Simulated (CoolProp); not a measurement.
500 sccm (0 °C, 1 atm) of nitrogen bubbles through liquid the fluoroketone C6F12O (FK-5-1-12) at 285.8 K and leaves saturated at a total pressure of 0.15 MPa (ideal gas phase). Each further row changes one setting.

Computed with CoolProp (reference Helmholtz-energy equation of state, McLinden 2015).

```csv
case,vapour pressure (kPa),mole fraction of vapour,delivery (mg/min),delivery (sccm),change of delivery for a bath 1 K warmer (%)
as stated,23.3,0.156,1300,92.2,5.7
bath temperature 290.8 K,29.4,0.196,1720,122,5.7
total pressure 0.3 MPa,23.3,0.0778,595,42.2,5.2
```
